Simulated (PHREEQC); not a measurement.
0.3 g of hydrous ferric oxide (600 m²/g; 0.2 weak and 0.005 strong sites per Fe, Dzombak-Morel constants, diffuse double layer) in 1 kg of water with 0.005 mol/kgw of an inert sodium salt and 0.0016 mol/kgw NiCl2 and 9.6e-06 mol/kgw CaCl2, at 25 °C; the pH is set by adding NaOH or the inert anion's acid. O2 is buffered at 0.21 atm. CO2 from the air is kept out. Nothing may precipitate in this run.

Computed with PHREEQC (ion-association model, wateq4f.dat).

```csv
pH,Ni sorbed (%),Ca sorbed (%),surface charge σ (C/m²),surface potential ψ (mV)
3,0.0,0.0,0.325,203
3.38,0.0,0.0,0.288,199
3.75,0.0,0.0,0.246,191
4.12,0.0,0.0,0.202,182
4.5,0.1,0.0,0.160,170
4.88,0.2,0.0,0.124,157
5.25,0.6,0.0,0.094,143
5.62,1.1,0.0,0.071,129
6,2.2,0.0,0.053,114
6.38,5.1,0.0,0.042,103
6.75,10.0,0.0,0.038,98
7.12,15.0,0.0,0.037,97
7.5,19.0,0.0,0.037,97
7.88,21.5,0.0,0.037,97
8.25,22.7,0.0,0.036,97
8.62,23.2,0.0,0.036,96
9,23.4,0.0,0.035,95
```

Along this series the solution becomes supersaturated in solids that the run did not let form, among them Ni(OH)2. Complexes and solids missing from the database can't appear. The oxide is taken as insoluble; below pH 4 it would dissolve.
